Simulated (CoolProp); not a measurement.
The fluid at 298.15 K and 0.285 MPa is throttled through a valve to 0.093 MPa with no heat exchange. The same conditions are run with several fluids, on thermodynamics alone (safety and materials aside).

Model: reference Helmholtz-energy equation of state of each fluid (C3F8 (R218): Lemmon 2006; fluoroethane (R161): Wu 2012; CH3F (R41): Lemmon 2006; dimethyl ether: Wu 2011; ethane: Bücker 2006), in CoolProp.

Question: Rank C3F8 (R218), fluoroethane (R161), CH3F (R41), dimethyl ether, ethane by temperature change (K), highest first.

Answer: ethane (-2.1), C3F8 (R218) (-2.6), CH3F (R41) (-3.5), fluoroethane (R161) (-4.2), dimethyl ether (-4.8)

| fluid | final density (kg/m³) |
|---|---|
| C3F8 (R218) | 7.26 |
| fluoroethane (R161) | 1.86 |
| CH3F (R41) | 1.30 |
| dimethyl ether | 1.79 |
| ethane | 1.14 |
